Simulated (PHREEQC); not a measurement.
## Sulfide liquor (model solution)

Consider water at 50 °C with 0.36 mmol/kgw H2S, 0.0076 mmol/kgw NaOH and 0.23 mmol/kgw ZnCl2. Closed to the air; pH follows from the charge balance.

Equilibrium calculation in PHREEQC: ion-association model, phreeqc.dat.

Precipitation was switched off in this run.

Q: Predict the pH, ionic strength, specific conductance.

A: pH 3.55; ionic strength 0.000542 mol/kgw; specific conductance 230 µS/cm.

Q: In which forms is S present?

A: Zn(HS)2 82 %, H2S 18 % of the S.

The solution is supersaturated, for example in Sphalerite (slow to form), so a real one may precipitate; this is no full list. At this temperature some constants are extrapolated from 25 °C, and those without enthalpy data are left unchanged.
